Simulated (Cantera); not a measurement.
Input: 1 mol Si, 0.63 mol HCl, 8.8 mol H2, equilibrated at 143 Torr.

Cantera equilibrium calculation (NASA polynomials, part measured and part estimated; ideal gas, pure solids and liquids). Candidate condensed phases: Si; 19 gas species. The tables' values for SiCl3 are old estimates; treat these amounts as uncertain. The numbers say what is thermodynamically allowed, not how fast it happens.

**Question.** At 1098 K, list the 4 most abundant gas species with their mole fractions, and the condensed phases.

**Answer.** H2 0.966, HCl 0.0198, SiCl4 0.00709, SiHCl3 0.00504. Condensed: Si(s).
